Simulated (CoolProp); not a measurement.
A simple Rankine cycle with isobutane: condensing at 310.15 K, boiler at 1.41 MPa, turbine inlet 505.5 K, turbine efficiency 0.7, pump efficiency 0.8, no recuperator. Each further row changes one setting.

Values from CoolProp's reference Helmholtz-energy equation of state, Bücker 2006.

| case | thermal efficiency (%) | net work (kJ/kg) | heat in (kJ/kg) | turbine exit temperature (K) | volume ratio over the turbine |
|---|---|---|---|---|---|
| as stated | 6.4 | 47.3 | 738 | 481.9 | 2.85 |
| turbine inlet 525.5 K | 6.3 | 49.6 | 792 | 502.0 | 2.84 |
| condensing temperature 302.15 K | 7.6 | 57.2 | 758 | 477.4 | 3.54 |
| boiler pressure 0.987 MPa | 4.3 | 32.3 | 744 | 490.3 | 1.99 |
| turbine efficiency 0.6 | 5.4 | 40.2 | 738 | 484.7 | 2.87 |
